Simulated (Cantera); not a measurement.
A closed system holds: 1 mol Si3N4, 1.6 mol CO2, 5.8 mol N2, equilibrated at 900 K and 0.710 bar.

Method: chemical equilibrium by Gibbs-energy minimisation in Cantera with the NASA 1993 tables (ideal gas, pure condensed phases). Candidate condensed phases: C, Si, SiC, SiO2, Si2N2O, Si3N4; 34 gas species. The numbers say what is thermodynamically allowed, not how fast it happens.

### Question
What is the equilibrium state?

### Answer
```
Property                             Result
--------------------------------  ---------
x(N2)                                 1.000
x(CO)                               4.40e-5
n(C(graphite))                     1.60 mol
n(SiO2(β-quartz))                  1.13 mol
n(Si2N2O(s))                      0.933 mol
gas amount                        6.867 mol
log10 activity of Si(s) (absent)     -12.17
```
